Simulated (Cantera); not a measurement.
A closed system holds: 1 mol SiC, 0.0038 mol C, 0.35 mol H2, equilibrated at 1925 K and 100000 Pa.

These are equilibrium values from Cantera (NASA tables, ideal gas, pure condensed phases), not measurements of a reactor. Candidate condensed phases: C, C6H6, C7H8, C8H18, Si, SiC; 87 gas species. Rates play no part.

Base state: H2 0.998, H 0.000955, CH4 0.000520, C2H2 (acetylene) 0.000457 (mole fractions); condensed: C(graphite) + SiC(s).

Problem. What changes in the equilibrium state with this change: 0.00066 mol H2O added?

Solution. 
```json
[
 {"species": "H2", "before": "0.998", "after": "0.996"},
 {"species": "CO", "before": "0", "after": "0.00186"},
 {"species": "H", "before": "0.000955", "after": "0.000954"},
 {"species": "SiO", "before": "0", "after": "1.45e-5"},
 {"species": "CH4", "before": "0.000520", "after": "0.000518"},
 {"species": "C2H2 (acetylene)", "before": "0.000457", "after": "0.000456"},
 {"species": "C(graphite), mol", "before": "0.00329", "after": "0.00264"},
 {"species": "SiC(s), mol", "before": "1.000", "after": "1.000"}
]
```
Further candidate phases: H2O, SiO2.

Problem. What changes in the equilibrium state with this change: temperature from 1925 K to 2823.15 K?

Solution. 
```json
[
 {"species": "H2", "before": "0.998", "after": "0.853"},
 {"species": "H", "before": "0.000955", "after": "0.0819"},
 {"species": "Si", "before": "7.15e-7", "after": "0.0241"},
 {"species": "C2H2 (acetylene)", "before": "0.000457", "after": "0.0188"},
 {"species": "Si2", "before": "<1e-9", "after": "0.000585"},
 {"species": "Si2C", "before": "1.41e-8", "after": "0.00712"},
 {"species": "C(graphite), mol", "before": "0.00329", "after": "0"},
 {"species": "SiC(s), mol", "before": "1.000", "after": "0.980"}
]
```
Gases not in the tables: Si2H6 and higher silanes.
